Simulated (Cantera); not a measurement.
A closed system holds: 1 mol HgO, 0.1 mol H₂, at 1125 K and 97.0 Pa.

Cantera equilibrium calculation (NASA polynomials, part measured and part estimated; ideal gas, pure solids and liquids). Candidate condensed phases: H₂O, Hg, HgO; 10 gas species. Equilibrium is a limit: real reactors are often held back by kinetics, nucleation or transport.

Base state: Hg 0.645, O₂ 0.290, H₂O 0.0645 (mole fractions); condensed: gas only.

What changes in the equilibrium state with this change: H₂ from 0.1 to 3.3 mol?


```tsv
species	before	after
H₂	9.27e-9	0.535
H₂O	0.0645	0.233
Hg	0.645	0.233
O₂	0.290	<1e-9
```

What changes in the equilibrium state with this change: H₂ from 0.1 to 0.2 mol?


| species | before | after |
|---|---|---|
| Hg | 0.645 | 0.625 |
| O₂ | 0.290 | 0.250 |
| H₂O | 0.0645 | 0.125 |
